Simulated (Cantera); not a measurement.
# Low-pressure radical oxidation in H2/O2

An isothermal, constant-pressure homogeneous reactor starts with H2 : O2 : N2 = 0.061 : 1 : 1.7 (molar parts), at 975 K and 0.00128 atm.

Computed with Cantera and GRI-Mech 3.0 (53 species, 325 reactions). Radical loss at walls, strong at low pressure, is not modelled.

| t (s) | x H2 | x O2 | x H2O2 | x OH | x NO2 | x H2O |
|---|---|---|---|---|---|---|
| 3.00e-6 | 0.0221 | 0.362 | <1e-12 | <1e-12 | <1e-12 | <1e-12 |
| 8.71e-6 | 0.0221 | 0.362 | <1e-12 | <1e-12 | <1e-12 | <1e-12 |
| 2.53e-5 | 0.0221 | 0.362 | <1e-12 | <1e-12 | <1e-12 | <1e-12 |
| 7.33e-5 | 0.0221 | 0.362 | <1e-12 | <1e-12 | <1e-12 | <1e-12 |
| 0.000213 | 0.0221 | 0.362 | <1e-12 | <1e-12 | <1e-12 | <1e-12 |
| 0.000617 | 0.0221 | 0.362 | <1e-12 | <1e-12 | <1e-12 | <1e-12 |
| 0.00179 | 0.0221 | 0.362 | <1e-12 | 1.02e-12 | <1e-12 | <1e-12 |
| 0.00520 | 0.0221 | 0.362 | <1e-12 | 5.77e-12 | <1e-12 | 4.89e-12 |
| 0.0151 | 0.0221 | 0.362 | <1e-12 | 3.52e-11 | <1e-12 | 8.07e-11 |
| 0.0438 | 0.0221 | 0.362 | <1e-12 | 9.52e-10 | <1e-12 | 3.60e-9 |
| 0.127 | 0.0221 | 0.362 | 8.51e-12 | 7.25e-6 | <1e-12 | 2.88e-5 |
| 0.368 | 0.000487 | 0.348 | 2.67e-9 | 0.000655 | <1e-12 | 0.0182 |
| 1.07 | 0.000327 | 0.348 | 2.23e-9 | 0.000538 | <1e-12 | 0.0193 |
| 3.10 | 0.000215 | 0.351 | 2.55e-9 | 0.000436 | <1e-12 | 0.0206 |
| 9.00 | 7.51e-5 | 0.354 | 2.99e-9 | 0.000257 | 1.51e-12 | 0.0219 |
x: mole fraction; the columns are a selection and need not sum to one.

Equilibrium at this temperature and pressure: H2 4.26e-11, O2 0.355, H2O2 <1e-12, OH 1.98e-7, NO2 8.25e-8, H2O 0.0223 (gas phase only).
